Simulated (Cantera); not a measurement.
An isothermal, constant-pressure homogeneous reactor starts with NO : N₂ = 1 : 0.21 (molar parts), at 1900 K and 13300 Pa.

Model: GRI-Mech 3.0 (53 species, 325 reactions), integrated in Cantera.

x: mole fraction; the columns are a selection and need not sum to one.

| t (s) | x NO | x O | x NO₂ | x N₂ | x N₂O | x O₂ |
|---|---|---|---|---|---|---|
| 0.000900 | 0.826 | 2.98e-5 | ___ | 0.174 | 4.12e-5 | 1.99e-6 |
| 0.00259 | 0.826 | 6.26e-5 | ___ | 0.174 | 0.000103 | 2.25e-5 |
| 0.00744 | 0.826 | 9.60e-5 | ___ | 0.174 | 0.000206 | 0.000205 |
| 0.0214 | 0.824 | 0.000108 | ___ | 0.175 | 0.000272 | 0.000969 |
| 0.0615 | 0.819 | 0.000116 | ___ | 0.177 | 0.000274 | 0.00330 |
| 0.177 | 0.806 | 0.000135 | ___ | 0.184 | 0.000261 | 0.01000 |
| 0.509 | 0.768 | 0.000177 | ___ | 0.203 | 0.000231 | 0.0291 |
| 1.46 | 0.665 | 0.000256 | 0.000310 | 0.254 | 0.000165 | 0.0801 |
| 4.21 | 0.444 | 0.000371 | 0.000316 | 0.365 | 6.84e-5 | 0.191 |
| 12.1 | 0.162 | 0.000477 | ___ | 0.506 | 8.62e-6 | 0.332 |
| 34.8 | 0.0290 | 0.000519 | ___ | 0.572 | 3.73e-7 | 0.398 |
| 100 | 0.00828 | 0.000526 | ___ | 0.582 | 1.30e-7 | 0.409 |

Q: What belongs in the gaps?

A: 
- 0.000900, x NO₂: 1.66e-5
- 0.00259, x NO₂: 6.24e-5
- 0.00744, x NO₂: 0.000113
- 0.0214, x NO₂: 0.000128
- 0.0615, x NO₂: 0.000140
- 0.177, x NO₂: 0.000170
- 0.509, x NO₂: 0.000230
- 12.1, x NO₂: 0.000152
- 34.8, x NO₂: 2.99e-5
- 100, x NO₂: 8.66e-6
